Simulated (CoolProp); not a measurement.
Vapour pressure (MPa) of n-heptane: the reference equation beside estimates from Tc = 541.2 K, pc = 2.774 MPa, ω = 0.349.

Computed with CoolProp (reference Helmholtz-energy equation of state, Span 2003). It is a short technical equation, of lower accuracy than the large ones.

```csv
T (K),reference,van der Waals,Soave-Redlich-Kwong,Peng-Robinson
298.5,0.006198,0.1456,0.005985,0.006312
305.6,0.008735,0.1682,0.008454,0.008848
312.7,0.01208,0.1931,0.01172,0.01218
319.7,0.01636,0.2200,0.01590,0.01643
326.8,0.02189,0.2499,0.02133,0.02191
333.9,0.02885,0.2824,0.02819,0.02881
341,0.03751,0.3177,0.03675,0.03737
348.1,0.04815,0.3558,0.04729,0.04789
355.2,0.06108,0.3968,0.06013,0.06066
362.3,0.07662,0.4409,0.07561,0.07602
```

Absolute difference from the reference over all 10 rows, mean and median: van der Waals 1114.9 and 960.2 %, Soave-Redlich-Kwong 2.4 and 2.4 %, Peng-Robinson 0.7 and 0.6 %.
